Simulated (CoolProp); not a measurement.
Properties of hexamethyldisiloxane (MM) at several states (Tc = 518.7 K, pc = 1.931 MPa, ω = 0.418).

Model: reference Helmholtz-energy equation of state, Thol 2016, in CoolProp.

```
T (K)  p (MPa)          phase         Z  Joule-Thomson coefficient (K/MPa)  fugacity coefficient
-----  -------  -------------  --------  ---------------------------------  --------------------
611.3     5.71  supercritical    0.5727                              3.269                0.5714
297.3    0.171         liquid   0.01477                            -0.4079               0.03143
341.2   0.0552         liquid  0.004433                            -0.3198                0.6229
300.6     8.63         liquid    0.7283                            -0.4280              0.001509
```
